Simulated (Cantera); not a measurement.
**SiCl₄ + NH₃ + N₂ (silicon nitride deposition)**

A closed system holds: 1 mol SiCl₄, 23 mol NH₃, 84 mol N₂, at 0.0133 bar.

Equilibrium computed with Cantera from the NASA thermochemical tables; the gas is ideal and each condensed phase is pure. Candidate condensed phases: NH₄Cl, Si, Si₃N₄; 28 gas species. The tables' values for SiCl, SiN, SiCl₃ are old estimates; treat these amounts as uncertain. Gases not in the tables: Si₂H₆ and higher silanes. Rates play no part.

```
T (K)   x N₂   x H₂   x HCl   x SiCl₂       x H  n Si₃N₄(s)  n Si(l)
-----  -----  -----  ------  --------  --------  ----------  -------
1400   0.722  0.248  0.0303   7.74e-5   2.10e-5       0.330        0
1450   0.722  0.248  0.0301  0.000166   4.08e-5       0.326        0
1500   0.722  0.248  0.0298  0.000332   7.59e-5       0.319        0
1550   0.722  0.248  0.0292  0.000624  0.000136       0.306        0
1600   0.722  0.248  0.0282   0.00109  0.000235       0.285        0
1650   0.722  0.249  0.0268   0.00177  0.000392       0.255        0
1700   0.722  0.249  0.0250   0.00266  0.000637       0.215        0
1750   0.722  0.250  0.0228   0.00371   0.00101       0.165        0
1800   0.722  0.250  0.0204   0.00484   0.00155       0.103        0
1850   0.722  0.250  0.0203   0.00479   0.00233           0    0.266
1900   0.721  0.249  0.0206   0.00460   0.00343           0    0.209
```
x: gas mole fraction; n: condensed amount in mol.

From 1400 K to 1800 K the condensed part is Si₃N₄(s). From 1850 K to 1900 K the condensed part is Si(l). The main Si-bearing gas is SiCl₂ throughout. The share of Si in condensed phases is highest at 1400 K (98.9 %) and lowest at 1900 K (20.9 %).
